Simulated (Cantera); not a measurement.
**Equilibrium for aluminium nitride and oxide growth: Al(CH₃)₃ + N₂O + N₂**

Input: 1 mol Al(CH₃)₃, 2.5 mol N₂O, 4.2 mol N₂, at 948.15 K.

Cantera equilibrium calculation (NASA polynomials, part measured and part estimated; ideal gas, pure solids and liquids). Candidate condensed phases: Al, AlN, Al₂O₃, C, C₆H₆, C₇H₈, C₈H₁₈, H₂O; 148 gas species. The feed counts by its element totals alone. Rates play no part.

From 0.000100 bar to 1.00 bar the condensed part is Al₂O₃(s) + C(graphite).

```tsv
P (Pa)	log p N₂	log p H₂	log p CO	log p CH₄	log p H₂O	log p CO₂	log p NH₃	n Al₂O₃(s)	n C(graphite)
10	-4.26	-4.43	-5.09	-9.63	-9.53	-9.93	-11.86	0.500	2.00
63	-3.46	-3.63	-4.29	-8.03	-7.94	-8.33	-10.26	0.500	2.00
400	-2.66	-2.83	-3.49	-6.43	-6.33	-6.73	-8.65	0.500	2.00
2500	-1.86	-2.04	-2.69	-4.84	-4.75	-5.15	-7.06	0.500	2.01
16000	-1.05	-1.24	-1.92	-3.24	-3.17	-3.60	-5.46	0.500	2.03
100000	-0.24	-0.48	-1.25	-1.73	-1.75	-2.26	-3.92	0.500	2.06
```
log p: log10 of the partial pressure in bar; n: condensed amount in mol.
